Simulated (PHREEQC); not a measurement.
Solution (25 °C): 0.0049 mol/kgw NH3 and 0.00016 mol/kgw H3BO3. Closed to the air; pH follows from the charge balance.

Computed with PHREEQC (ion-association model, wateq4f.dat).

Each row changes one thing in this solution. This is a speciation only: nothing precipitates in the calculation.

| case | pH | ionic strength (mol/kgw) | NH3 (mol/kgw) | NH4+ (mol/kgw) | H2BO3- (mol/kgw) | H3BO3 (mol/kgw) |
|---|---|---|---|---|---|---|
| as made | 10.34 | 0.000372 | 0.00453 | 0.000372 | 0.000148 | 1.15e-5 |
| H3BO3 from 0.00016 to 0.00032 mol/kgw | 10.23 | 0.000467 | 0.00443 | 0.000467 | 0.000291 | 2.89e-5 |
| temperature from 25 to 90 °C | 8.79 | 0.000315 | 0.00458 | 0.000315 | 7.88e-5 | 8.12e-5 |
| diluted 5-fold with water | 10.04 | 0.000138 | 0.000842 | 0.000138 | 2.76e-5 | 4.36e-6 |
| NH3 replaced by NH4HS at the same molality | 8.08 | 0.00460 | 0.000295 | 0.00460 | 1.12e-5 | 0.000149 |
| temperature from 25 to 45 °C | 9.77 | 0.000369 | 0.00453 | 0.000369 | 0.000133 | 2.72e-5 |
| 0.00016 mol/kgw Na2SeO4 added | 10.34 | 0.000855 | 0.00453 | 0.000375 | 0.000149 | 1.14e-5 |
| temperature from 25 to 65 °C | 9.29 | 0.000351 | 0.00455 | 0.000351 | 0.000110 | 5.01e-5 |
| NH3 replaced by (NH4)2HPO4 at the same molality | 8.01 | 0.0137 | 0.000481 | 0.00932 | 1.00e-5 | 0.000150 |

Constants without temperature data keep their 25 °C values here. The polysulfide entries of wateq4f.dat were taken out for this run.
